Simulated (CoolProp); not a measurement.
Vapour-liquid equilibrium of R1234ze(E) (1) + n-pentane (2) at 291.8 K; x and y are mole fractions of (1).

The numbers come from the multi-fluid Helmholtz-energy mixture model, Thol 2016 and Thol 2019; pair parameters Bell 2016 in CoolProp.

Question: Give the bubble pressure and the first vapour's composition at x = 0.05, 0.125, 0.575. Is there an azeotrope?

Answer: x = 0.05: 1.001 bar, y = 0.478; x = 0.125: 1.595 bar, y = 0.688; x = 0.575: 3.290 bar, y = 0.889. No azeotrope shows between x = 0.05 and 0.95.

The pair parameters rest on a limited set of measurements; away from them the model extrapolates. With so large a gap from Raoult's law the liquid may split in two, which this calculation doesn't test in full.
